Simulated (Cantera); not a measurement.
Feed: 1 mol Ti, 0.11 mol CO₂, 170 mol H₂, at 1800 K and 0.100 bar.

Equilibrium computed with Cantera from the NASA thermochemical tables; the gas is ideal and each condensed phase is pure. Candidate condensed phases: C, C₆H₆, C₇H₈, C₈H₁₈, H₂O, Ti, TiC, TiO, TiO₂, Ti₂O₃, Ti₃O₅, Ti₄O₇; 113 gas species. Mutual solubility and eutectic melting of coexisting phases are not modelled. TiC, TiO: taken at fixed stoichiometry. Condensed phases not in the tables: solid solutions among these carbides, nitrides and lower oxides, N, O or C dissolved in the metal. Rates play no part.

Base state: H₂ 0.999, H 0.00113 (mole fractions); condensed: Ti(β) + TiC(s) + TiO(s).

What changes in the equilibrium state with this change: temperature from 1800 K to 1073.15 K?


| species | before | after |
|---|---|---|
| H₂ | 0.999 | 1.00 |
| H | 0.00113 | 4.45e-8 |
| Ti(β), mol | 0.669 | 0 |
| TiC(s), mol | 0.110 | 0.110 |
| TiO(s), mol | 0.220 | 0.220 |
| Ti(α), mol | 0 | 0.670 |
